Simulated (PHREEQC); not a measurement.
Consider water at 90 °C with 0.053 mol HCl, 0.085 mol Al2(SO4)3 and 0.0057 mol MnSO4 per kg of water. Closed to the air; pH follows from the charge balance.

All values are PHREEQC results (ion-association model, phreeqc.dat), not measurements.

No solid was allowed to form.

Task: Order these Al species by the share of Al that they hold, largest first: AlOH+2, AlSO4+, Al+3, AlHSO4+2, Al(SO4)2-.

Result: AlSO4+ (68 %), Al(SO4)2- (20 %), Al+3 (12 %), AlHSO4+2 (0.36 %), AlOH+2 (0.23 %)

Task: Order these S species by the share of S that they hold, largest first: SO4-2, AlSO4+, HSO4-, Al(SO4)2-, MnSO4.

Result: AlSO4+ (44 %), Al(SO4)2- (25 %), HSO4- (16 %), SO4-2 (13 %), MnSO4 (0.96 %)

The pH is 2.10 and the ionic strength 0.294 mol/kgw. Constants without temperature data keep their 25 °C values here.
